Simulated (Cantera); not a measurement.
## CHF3 + CH4 (fluorocarbon and chlorocarbon gases)

Feed: 1 mol CHF3, 0.044 mol CH4, at 625 °C and 42.8 Torr.

Method: chemical equilibrium by Gibbs-energy minimisation in Cantera with the NASA 1993 tables (ideal gas, pure condensed phases). Candidate condensed phases: C, C6H6, C7H8, C8H18; 95 gas species. Condensed phases not in the tables: fluorocarbon polymer. Gases not in the tables: C2F6 and larger saturated fluorocarbons. Kinetics and transport are ignored.

* **x(HF)**: 0.721
* **x(CF4)**: 0.279
* **x(H2F2)**: 1.74e-6
* **n(C(graphite))**: 0.588 mol
* **gas amount**: 1.632 mol
